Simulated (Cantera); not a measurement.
Source: NASA polynomial tables (part measured, part estimated), evaluated in Cantera. Values are per mole of reaction as written; species without (g) are pure solids or liquids, kept so even where they would boil at 1 bar.

Problem. Between 923 and 1273 K, where is each reaction favourable under standard conditions?
- Nb + H2O2(g) ⇌ H2(g) + NbO2

Solution. 
- Nb + H2O2(g) ⇌ H2(g) + NbO2: ΔG° is -588 kJ at 923 K and -569 kJ at 1273 K; it stays negative (K > 1). ΔH° is -632 kJ and ΔS° -50 J/K at 1273 K.
